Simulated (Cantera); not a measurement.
A perfectly stirred reactor is fed with 18.0 % H₂, 13.1 % O₂, 49.1 % N₂, 19.8 % H₂O, equivalence ratio 0.69, at 600000 Pa; it is adiabatic with a 598 K inlet, and is followed from long to short residence time, starting on the burning branch (τ in s: 0.21, 0.064, 0.02, 0.0062, 0.0019, 0.0006, 0.00019, 5.8e-05, 1.8e-05, 5.7e-06).

Computed with Cantera and GRI-Mech 3.0 (53 species, 325 reactions). The hydrogen kinetics of GRI-Mech 3.0 are dated; newer H2 mechanisms differ, most at raised pressure.

Problem. Predict: blow-out, bracketed by the residence times tried; x(H₂) at τ = 0.210 s; x(O₂) at τ = 0.210 s; x(H₂O) at τ = 0.210 s; x(OH) at τ = 0.210 s; x(O) at τ = 0.210 s; x(H₂) at τ = 0.600 ms; x(O₂) at τ = 0.600 ms; x(H₂O) at τ = 0.600 ms; x(OH) at τ = 0.600 ms; x(O) at τ = 0.600 ms.

Solution. 
```json
{
  "blow_out_bracketed_by_the_residence_times_tried": "burning at 18.0 µs, out at 5.70 µs",
  "x(H₂) at τ = 0.210 s": "9.95e-5",
  "x(O₂) at τ = 0.210 s": "0.0444",
  "x(H₂O) at τ = 0.210 s": "0.416",
  "x(OH) at τ = 0.210 s": "0.000959",
  "x(O) at τ = 0.210 s": "2.18e-5",
  "x(H₂) at τ = 0.600 ms": "0.00195",
  "x(O₂) at τ = 0.600 ms": "0.0447",
  "x(H₂O) at τ = 0.600 ms": "0.412",
  "x(OH) at τ = 0.600 ms": "0.00274",
  "x(O) at τ = 0.600 ms": "0.000210"
}
```
